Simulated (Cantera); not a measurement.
What does this Cantera script print?

```python
import numpy as np
import cantera as ct

gas = ct.Solution("gri30.yaml")
gas.TPX = 1450, 100000, {'CH4': 1, 'H2': 0.27, 'O2': 3.75, 'N2': 14.1}
reactor = ct.IdealGasReactor(gas, energy="on", clone=False)
net = ct.ReactorNet([reactor])
net.rtol, net.atol = 1e-08, 1e-16
show = ['CH4', 'H2', 'O2', 'CO', 'C2H6', 'C2H']
times = np.geomspace(4e-06, 0.3, 13)

steps = ct.SolutionArray(gas, extra=["t"])
rows = []
print(f"{'t/s':>10s}{'T/K':>9s}{'P/Pa':>11s}" + "".join(f"{s:>11s}" for s in show))
for t in times:
    while net.time < t:
        t_next = net.step()
        steps.append(gas.state, t=t_next)
    rows.append([np.interp(t, steps.t, y) for y in (steps.T, steps.P, *steps(*show).X.T)])
    print(f"{t:10.3e}{rows[-1][0]:9.1f}{rows[-1][1]:11.4g}" + "".join(f"{x:11.3e}" for x in rows[-1][2:]))
rate = np.gradient(steps.T, steps.t)
print("integrator steps:", len(steps.t))
if steps.T.max() > steps.T[0] + 200:
    print(f"time of steepest temperature rise: {steps.t[rate.argmax()]:.4e} s")
gas.TPX = 1450, 100000, {'CH4': 1, 'H2': 0.27, 'O2': 3.75, 'N2': 14.1}
gas.equilibrate("UV")
print(f"equilibrium (UV): T = {gas.T:.1f} K  " + "  ".join(f"{s} {gas[s].X[0]:.3e}" for s in show))
```

Result:

```
       t/s      T/K       P/Pa        CH4         H2         O2         CO       C2H6        C2H
 4.000e-06   1450.0      1e+05  5.230e-02  1.412e-02  1.961e-01  1.224e-12  9.322e-13  4.106e-28
 1.019e-05   1450.0      1e+05  5.230e-02  1.412e-02  1.961e-01  1.862e-11  2.369e-11  7.159e-26
 2.598e-05   1450.0      1e+05  5.230e-02  1.412e-02  1.961e-01  3.287e-10  6.197e-10  1.316e-23
 6.620e-05   1450.0      1e+05  5.229e-02  1.412e-02  1.961e-01  9.915e-09  2.587e-08  5.312e-21
 1.687e-04   1450.3      1e+05  5.216e-02  1.408e-02  1.960e-01  1.580e-06  5.018e-06  4.113e-17
 4.299e-04   1527.1  1.055e+05  4.214e-02  1.484e-02  1.877e-01  2.916e-03  1.032e-03  2.104e-10
 1.095e-03   2658.8  1.848e+05  1.513e-17  3.355e-03  8.156e-02  9.032e-03  2.925e-33  3.064e-22
 2.792e-03   2648.5   1.84e+05  1.433e-17  3.292e-03  7.843e-02  8.834e-03  2.656e-33  2.587e-22
 7.114e-03   2640.0  1.833e+05  1.368e-17  3.240e-03  7.584e-02  8.672e-03  2.443e-33  2.239e-22
 1.813e-02   2638.4  1.832e+05  1.356e-17  3.231e-03  7.537e-02  8.642e-03  2.405e-33  2.180e-22
 4.620e-02   2638.4  1.832e+05  1.356e-17  3.231e-03  7.537e-02  8.642e-03  2.405e-33  2.179e-22
 1.177e-01   2638.4  1.832e+05  1.356e-17  3.231e-03  7.537e-02  8.642e-03  2.405e-33  2.179e-22
 3.000e-01   2638.4  1.832e+05  1.356e-17  3.231e-03  7.537e-02  8.642e-03  2.405e-33  2.179e-22
integrator steps: 1770
time of steepest temperature rise: 4.7735e-04 s
equilibrium (UV): T = 2638.4 K  CH4 1.940e-17  H2 3.231e-03  O2 7.537e-02  CO 8.642e-03  C2H6 4.559e-33  C2H 2.358e-22
```

Cantera simulation using GRI-Mech 3.0 (53 species, 325 reactions); the numbers are that mechanism's predictions, not measurements.
